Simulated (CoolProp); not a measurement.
Properties of carbon monoxide along the isobar 1.82 MPa (Tc = 132.9 K, pc = 3.498 MPa, ω = 0.050).

Values from CoolProp's reference Helmholtz-energy equation of state, Lemmon 2006. It is a short technical equation, of lower accuracy than the large ones.

| T (K) | phase | Z | fugacity coefficient |
|---|---|---|---|
| 129.5 | gas | 0.7769 | 0.8167 |
| 147.1 | gas | 0.8611 | 0.8752 |
| 164.7 | gas | 0.9065 | 0.9120 |
| 182.4 | gas | 0.9349 | 0.9369 |
| 200 | gas | 0.9537 | 0.9541 |
| 217.6 | gas | 0.9668 | 0.9666 |
| 235.3 | gas | 0.9763 | 0.9758 |
| 252.9 | gas | 0.9833 | 0.9827 |
| 270.5 | gas | 0.9886 | 0.9880 |
| 288.2 | gas | 0.9927 | 0.9921 |
| 305.8 | gas | 0.9958 | 0.9953 |
